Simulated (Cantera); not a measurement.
Input (Python, Cantera):

```python
import numpy as np
import cantera as ct

gas = ct.Solution("gri30.yaml", transport_model="multicomponent")
show = ['H2O', 'O', 'H2']

rows = []
print(f"{'T/K':>7s}{'rho':>11s}{'cp':>10s}{'mu':>11s}{'lambda':>11s}{'Pr':>7s}" + "".join(f"{'D_' + s:>11s}" for s in show))
for T in [400, 600, 800, 1000, 1200, 1400, 1600, 1800]:
    gas.TPX = T, 26000, {'N2O': 0.21, 'CO2': 0.29}
    Pr = gas.cp_mass * gas.viscosity / gas.thermal_conductivity
    D = [gas.mix_diff_coeffs_mole[gas.species_index(s)] for s in show]
    rows.append([gas.density, gas.cp_mass, gas.viscosity, gas.thermal_conductivity, Pr, *D])
    print(f"{T:7g}{gas.density:11.4e}{gas.cp_mass:10.1f}{gas.viscosity:11.4e}"
          f"{gas.thermal_conductivity:11.4e}{Pr:7.3f}" + "".join(f"{d:11.4e}" for d in D))
print("SI units: kg/m3, J/kg/K, Pa s, W/m/K, m2/s")
```

Output:

```
    T/K        rho        cp         mu     lambda     Pr      D_H2O        D_O       D_H2
    400 3.4406e-01     951.5 1.9628e-05 2.5265e-02  0.739 1.1247e-04 1.6489e-04 4.2373e-04
    600 2.2937e-01    1086.7 2.7637e-05 4.0677e-02  0.738 2.4753e-04 3.3456e-04 8.4567e-04
    800 1.7203e-01    1178.3 3.4492e-05 5.5156e-02  0.737 4.2406e-04 5.4659e-04 1.3714e-03
   1000 1.3762e-01    1242.9 4.0581e-05 6.8590e-02  0.735 6.3634e-04 7.9649e-04 1.9905e-03
   1200 1.1469e-01    1285.7 4.6125e-05 8.0812e-02  0.734 8.8055e-04 1.0812e-03 2.6960e-03
   1400 9.8304e-02    1319.0 5.1263e-05 9.2308e-02  0.733 1.1540e-03 1.3986e-03 3.4824e-03
   1600 8.6016e-02    1344.8 5.6086e-05 1.0313e-01  0.731 1.4547e-03 1.7468e-03 4.3457e-03
   1800 7.6458e-02    1364.6 6.0659e-05 1.1334e-01  0.730 1.7811e-03 2.1246e-03 5.2824e-03
SI units: kg/m3, J/kg/K, Pa s, W/m/K, m2/s
```

Model: GRI-Mech 3.0 (53 species, 325 reactions), integrated in Cantera. The composition is frozen, though it would react at the higher temperatures.
